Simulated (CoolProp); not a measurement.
A simple Rankine cycle with water: condensing at 333.15 K, boiler at 12 MPa, turbine inlet 602.6 K, turbine efficiency 0.9, pump efficiency 0.7, no recuperator. Each further row changes one setting.

The numbers come from the reference Helmholtz-energy equation of state, Wagner 2002 in CoolProp.

```json
[
 {"case": "as stated", "thermal efficiency (%)": "32.2", "net work (kJ/kg)": "791", "heat in (kJ/kg)": "2460", "turbine exit temperature (K)": "333.1", "volume ratio over the turbine": "362"},
 {"case": "turbine inlet 622.6 K", "thermal efficiency (%)": "32.6", "net work (kJ/kg)": "841", "heat in (kJ/kg)": "2580", "turbine exit temperature (K)": "333.1", "volume ratio over the turbine": "329"},
 {"case": "condensing temperature 325.15 K", "thermal efficiency (%)": "33.2", "net work (kJ/kg)": "825", "heat in (kJ/kg)": "2490", "turbine exit temperature (K)": "325.2", "volume ratio over the turbine": "513"},
 {"case": "boiler pressure 8.4 MPa", "thermal efficiency (%)": "31.5", "net work (kJ/kg)": "831", "heat in (kJ/kg)": "2640", "turbine exit temperature (K)": "333.1", "volume ratio over the turbine": "225"},
 {"case": "turbine efficiency 0.8", "thermal efficiency (%)": "28.6", "net work (kJ/kg)": "701", "heat in (kJ/kg)": "2460", "turbine exit temperature (K)": "333.1", "volume ratio over the turbine": "382"}
]
```

The expansion ends wet for: as stated; turbine inlet 622.6 K; condensing temperature 325.15 K; boiler pressure 8.4 MPa; turbine efficiency 0.8.
